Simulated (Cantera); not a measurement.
Moist CO burnout

An isothermal, constant-pressure homogeneous reactor starts with 0.509 % CO, 3.17 % O2, 0.317 % H2O, 96.0 % N2, at 1400 K and 0.420 bar.

Model: GRI-Mech 3.0 (53 species, 325 reactions), integrated in Cantera.

```csv
t (s),x CO,x O2,x H2O,x NO,x NO2,x H,x CO2
2.00e-5,0.00509,0.0317,0.00317,<1e-12,<1e-12,1.65e-12,1.01e-9
6.91e-5,0.00509,0.0317,0.00317,<1e-12,<1e-12,1.83e-11,3.51e-9
0.000239,0.00509,0.0317,0.00317,<1e-12,<1e-12,2.05e-10,1.31e-8
0.000825,0.00509,0.0317,0.00317,<1e-12,<1e-12,2.87e-9,8.36e-8
0.00285,0.00508,0.0317,0.00317,3.66e-12,<1e-12,3.81e-7,9.23e-6
0.00985,0.00131,0.0294,0.00291,3.06e-7,2.05e-10,0.000186,0.00379
0.0340,5.98e-5,0.0292,0.00314,6.63e-7,1.56e-9,4.02e-6,0.00504
0.118,3.97e-6,0.0292,0.00317,7.17e-7,2.51e-9,1.09e-7,0.00510
0.406,3.16e-7,0.0292,0.00317,7.33e-7,1.79e-9,6.69e-9,0.00510
1.40,6.24e-8,0.0292,0.00317,7.37e-7,1.35e-9,1.20e-9,0.00510
4.85,4.55e-8,0.0292,0.00317,7.38e-7,1.32e-9,8.63e-10,0.00510
16.8,4.55e-8,0.0292,0.00317,7.44e-7,1.33e-9,8.63e-10,0.00510
57.9,4.55e-8,0.0292,0.00317,7.64e-7,1.37e-9,8.63e-10,0.00510
200,4.55e-8,0.0292,0.00317,8.33e-7,1.49e-9,8.63e-10,0.00510
```
x: mole fraction; the columns are a selection and need not sum to one.

Equilibrium at this temperature and pressure: CO 4.56e-8, O2 0.0291, H2O 0.00317, NO 0.000299, NO2 5.34e-7, H 8.64e-10, CO2 0.00510 (gas phase only).
